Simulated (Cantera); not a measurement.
What does this Cantera script print?

```python
import numpy as np
import cantera as ct

gas_names = """
    C CH CH2 CH3 CH2OH CH3O CH4 CH3OH CO CO2 COOH C2 C2H CHCO,ketyl C2H2,acetylene C2H2,vinylidene
    CH2CO,ketene C2H3,vinyl CH3CO,acetyl C2H4 C2H4O,ethylen CH3CHO,ethanal CH3COOH (HCOOH)2 C2H5 C2H6
    CH3OCH3 C2H5OH C2O C3 C3H3,propargyl C3H4,allene C3H4,propyne C3H4,cyclo- C3H5,allyl C3H6,propylene
    C3H6,cyclo- C3H6O C3H7,n-propyl C3H7,i-propyl C3H8 C3H8O,1propanol C3H8O,2propanol C3O2 C4 C4H2
    C4H4,1,3-cyclo- C4H6,butadiene C4H6,2-butyne C4H6,cyclo- C4H8,1-butene C4H8,cis2-buten
    C4H8,tr2-butene C4H8,isobutene C4H8,cyclo- (CH3COOH)2 C4H9,n-butyl C4H9,i-butyl C4H9,s-butyl
    C4H9,t-butyl C4H10,isobutane C4H10,n-butane C5 C5H6,1,3cyclo- C5H8,cyclo- C5H10,1-pentene
    C5H10,cyclo- C5H11,pentyl C5H11,t-pentyl C5H12,n-pentane C5H12,i-pentane CH3C(CH3)2CH3 C6H2
    C6H5,phenyl C6H5O,phenoxy C6H6 C6H5OH,phenol C6H10,cyclo- C6H12,1-hexene C6H12,cyclo- C6H13,n-hexyl
    C7H7,benzyl C7H8 C7H8O,cresol C7H14,1-heptene C7H15,n-heptyl C7H16,n-heptane C8H8,styrene
    C8H10,ethylbenz C8H16,1-octene C8H17,n-octyl C8H18,isooctane C8H18,n-octane C9H19,n-nonyl
    C10H8,naphthale C10H21,n-decyl C12H9,o-bipheny C12H10,bipheny Cu CuO Cu2 H HCO HO2 H2
    HCHO,formaldehy HCOOH H2O H2O2 O OH O2 O3
""".split()
cond_names = """
    C(gr) C6H6(L) C7H8(L) C8H18(L),n-octa Cu(cr) Cu(L) CuO(s) CuO2H2(s) Cu2O(s) Cu2O(L) H2O(s) H2O(L)
""".split()


def load(file, names, dense=False):
    # The tables refer to 1 bar. Condensed volumes are neglected.
    table = {s.name: s for s in ct.Species.list_from_file(file)}
    out = []
    for n in names:
        d = dict(table[n].input_data)
        d["thermo"] = dict(d["thermo"], **{"reference-pressure": 1e5})
        if dense:
            d["equation-of-state"] = {"model": "constant-volume", "density": "1e6 g/cm^3"}
        out.append(ct.Species.from_dict(d))
    return out


gas = ct.Solution(thermo="ideal-gas", species=load("nasa_gas.yaml", gas_names))
cond = {s.name: ct.Solution(thermo="fixed-stoichiometry", species=[s], name=s.name)
        for s in load("nasa_condensed.yaml", cond_names, dense=True)}
atoms = {
    'Cu2O': {'Cu': 2, 'O': 1},
    'CH4': {'C': 1, 'H': 4},
    'H2': {'H': 2},
}
top_T = {'C(gr)': 4500, 'CuO(s)': 1390}  # K; cautious upper limits of use, not melting points


def equilibrate(T, P, feed):
    n = {}
    for name, mol in feed.items():
        for a, k in atoms[name].items():
            n[a] = n.get(a, 0.0) + k * mol
    gas.TPX = T, P, n
    mass = sum(n.values()) * gas.mean_molecular_weight
    gas.equilibrate("TP")
    valid = [c for c in cond.values() if c.min_temp <= T <= top_T.get(c.name, c.max_temp)]
    mix = ct.Mixture([(gas, mass / gas.mean_molecular_weight)] + [(c, 0.0) for c in valid])
    mix.T, mix.P = T, P
    mix.equilibrate("TP", solver="vcs", rtol=1e-11, max_steps=5000)
    return mix


results = []
feed = {'Cu2O': 1, 'CH4': 5.5, 'H2': 1.2}  # mol
P = 100000  # Pa
for T in [2325, 2350, 2375, 2400, 2425, 2450, 2475, 2500, 2525, 2550, 2575]:
    mix = equilibrate(T, P, feed)
    results.append((T, P, feed, dict(zip(mix.species_names, mix.species_moles))))
    x = sorted(zip(gas.X, gas.species_names), reverse=True)
    print(f"T = {T:g} K  P = {P:g} Pa  gas = {mix.phase_moles(0):.4g} mol")
    print("   x: " + "  ".join(f"{s} {v:.3e}" for v, s in x if v > 0.0001))
    print("   condensed (mol): " + ("  ".join(f"{mix.phase(i).name} {mix.phase_moles(i):.4g}"
          for i in range(1, mix.n_phases) if mix.phase_moles(i) > 1e-12) or "none"))
```

Result:

```
T = 2325 K  P = 100000 Pa  gas = 14.08 mol
   x: H2 8.567e-01  CO 7.101e-02  Cu 5.707e-02  H 1.018e-02  C2H2,acetylene 4.189e-03  Cu2 5.992e-04  CH4 1.497e-04
   condensed (mol): C(gr) 4.379  Cu(L) 1.179
T = 2350 K  P = 100000 Pa  gas = 14.25 mol
   x: H2 8.452e-01  CO 7.016e-02  Cu 6.752e-02  H 1.147e-02  C2H2,acetylene 4.663e-03  Cu2 7.523e-04  CH4 1.390e-04
   condensed (mol): C(gr) 4.364  Cu(L) 1.016
T = 2375 K  P = 100000 Pa  gas = 14.45 mol
   x: H2 8.321e-01  Cu 7.959e-02  CO 6.918e-02  H 1.286e-02  C2H2,acetylene 5.167e-03  Cu2 9.397e-04  CH4 1.287e-04
   condensed (mol): C(gr) 4.347  Cu(L) 0.8224
T = 2400 K  P = 100000 Pa  gas = 14.69 mol
   x: H2 8.170e-01  Cu 9.348e-02  CO 6.805e-02  H 1.438e-02  C2H2,acetylene 5.696e-03  Cu2 1.168e-03  CH4 1.186e-04
   condensed (mol): C(gr) 4.329  Cu(L) 0.5921
T = 2425 K  P = 100000 Pa  gas = 14.98 mol
   x: H2 7.999e-01  Cu 1.094e-01  CO 6.676e-02  H 1.601e-02  C2H2,acetylene 6.246e-03  Cu2 1.445e-03  CH4 1.088e-04
   condensed (mol): C(gr) 4.309  Cu(L) 0.3178
T = 2450 K  P = 100000 Pa  gas = 15.31 mol
   x: H2 7.810e-01  Cu 1.271e-01  CO 6.533e-02  H 1.775e-02  C2H2,acetylene 6.814e-03  Cu2 1.764e-03
   condensed (mol): C(gr) 4.287
T = 2475 K  P = 100000 Pa  gas = 15.33 mol
   x: H2 7.782e-01  Cu 1.273e-01  CO 6.525e-02  H 1.985e-02  C2H2,acetylene 7.569e-03  Cu2 1.603e-03
   condensed (mol): C(gr) 4.263
T = 2500 K  P = 100000 Pa  gas = 15.35 mol
   x: H2 7.752e-01  Cu 1.274e-01  CO 6.516e-02  H 2.214e-02  C2H2,acetylene 8.386e-03  Cu2 1.458e-03
   condensed (mol): C(gr) 4.237
T = 2525 K  P = 100000 Pa  gas = 15.37 mol
   x: H2 7.720e-01  Cu 1.275e-01  CO 6.507e-02  H 2.463e-02  C2H2,acetylene 9.269e-03  Cu2 1.328e-03
   condensed (mol): C(gr) 4.209
T = 2550 K  P = 100000 Pa  gas = 15.39 mol
   x: H2 7.685e-01  Cu 1.275e-01  CO 6.497e-02  H 2.734e-02  C2H2,acetylene 1.022e-02  Cu2 1.211e-03
   condensed (mol): C(gr) 4.178
T = 2575 K  P = 100000 Pa  gas = 15.41 mol
   x: H2 7.647e-01  Cu 1.275e-01  CO 6.487e-02  H 3.029e-02  C2H2,acetylene 1.124e-02  Cu2 1.106e-03
   condensed (mol): C(gr) 4.145
```

Method: chemical equilibrium by Gibbs-energy minimisation in Cantera with the NASA 1993 tables (ideal gas, pure condensed phases).
